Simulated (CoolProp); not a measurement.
Properties of n-perfluorohexane at several states (Tc = 174.9 °C, pc = 1.742 MPa, ω = 0.497).

Model: reference Helmholtz-energy equation of state, Gao 2022, in CoolProp.

```tsv
T (°C)	p (MPa)	phase	density (kg/m³)	cp (kJ/(kg K))	speed of sound (m/s)	expansivity (1/kK)	fugacity coefficient
63.85	0.915	liquid	1562	1.106	414.1	2.068	0.1369
57.15	0.06	gas	7.661	0.8712	88.33	3.433	0.9653
23.55	9.85	liquid	1720	1.033	579.5	1.487	0.006038
118.25	3.17	liquid	1392	1.183	289.8	2.826	0.1742
25.35	9.34	liquid	1713	1.035	572.7	1.503	0.006592
```
